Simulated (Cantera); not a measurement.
**Equilibrium for silicon epitaxy and polysilicon growth: Si₂Cl₆ + HCl + H₂**

Charge: 1 mol Si₂Cl₆, 0.46 mol HCl, 53 mol H₂, held at 1.00 Torr.

Cantera equilibrium calculation (NASA polynomials, part measured and part estimated; ideal gas, pure solids and liquids). Candidate condensed phases: Si; 19 gas species. The feed counts by its element totals alone. The tables' values for SiCl₃ are old estimates; treat these amounts as uncertain. The numbers say what is thermodynamically allowed, not how fast it happens.

From 800 K to 1350 K the condensed part is Si(s). The main Si-bearing gas is SiCl₄ at 800 K and SiCl₂ at 1350 K. The share of Si in condensed phases is highest at 1150 K (50.6 %) and lowest at 800 K (19.8 %).

```csv
T (K),x H₂,x HCl,x SiCl₄,x SiCl₂,n Si(s)
800,0.966,0.00521,0.0249,2.89e-5,0.396
850,0.962,0.00966,0.0238,0.000115,0.456
900,0.957,0.0165,0.0220,0.000386,0.544
950,0.950,0.0261,0.0192,0.00110,0.658
1000,0.940,0.0384,0.0152,0.00266,0.787
1050,0.928,0.0519,0.0105,0.00543,0.904
1100,0.918,0.0642,0.00580,0.00915,0.983
1150,0.910,0.0724,0.00251,0.0127,1.01
1200,0.906,0.0761,0.000913,0.0151,1.01
1250,0.905,0.0772,0.000316,0.0166,0.992
1300,0.905,0.0771,0.000112,0.0175,0.969
1350,0.905,0.0766,4.20e-5,0.0182,0.945
```
x: gas mole fraction; n: condensed amount in mol.
